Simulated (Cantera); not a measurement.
A closed system holds: 1 mol SiCl4, 87 mol H2, 0.018 mol C2H2, at 29000 Pa.

These are equilibrium values from Cantera (NASA tables, ideal gas, pure condensed phases), not measurements of a reactor. Candidate condensed phases: C, C6H6, C7H8, C8H18, Si, SiC; 109 gas species. Mutual solubility and eutectic melting of coexisting phases are not modelled. Gases not in the tables: Si2H6 and higher silanes. Rates play no part.

Q: Which condensed phases are stable at each of these points (T (K)): 1375, 1450, 1525, 1600, 1675, 1750, 1825, 1900, 1975, 2050, 2125, 2200, 2275, 2350?

A: 
```tsv
T (K)	condensed phases	Si condensed (%)
1375	Si(s) + SiC(s)	58.5
1450	Si(s) + SiC(s)	59.5
1525	Si(s) + SiC(s)	59.1
1600	Si(s) + SiC(s)	58.2
1675	Si(s) + SiC(s)	57.2
1750	Si(l) + SiC(s)	59.4
1825	Si(l) + SiC(s)	61.9
1900	Si(l) + SiC(s)	63.8
1975	Si(l) + SiC(s)	64.7
2050	Si(l) + SiC(s)	64.0
2125	Si(l) + SiC(s)	60.5
2200	Si(l) + SiC(s)	52.1
2275	Si(l) + SiC(s)	34.7
2350	Si(l)	5.0
```

From 1375 K to 1675 K the condensed part is Si(s) + SiC(s). From 1750 K to 2275 K the condensed part is Si(l) + SiC(s). At 2350 K the condensed part is Si(l).
